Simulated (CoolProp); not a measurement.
Vapour-liquid equilibrium of diethyl ether (1) + ethanol (2) at 392.2 K; x and y are mole fractions of (1).

Computed with CoolProp (multi-fluid Helmholtz-energy mixture model, Thol 2014 and Schroeder 2014; pair parameters Bell 2016).

Q: Give the bubble pressure and the first vapour's composition at x = 0.2, 0.35, 0.95. Is there an azeotrope?

A: x = 0.2: 635.0 kPa, y = 0.440; x = 0.35: 749.0 kPa, y = 0.585; x = 0.95: 981.7 kPa, y = 0.957. No azeotrope shows between x = 0.05 and 0.95.

Pair parameters are fitted to limited data, so mixtures are less certain than the pure fluids.
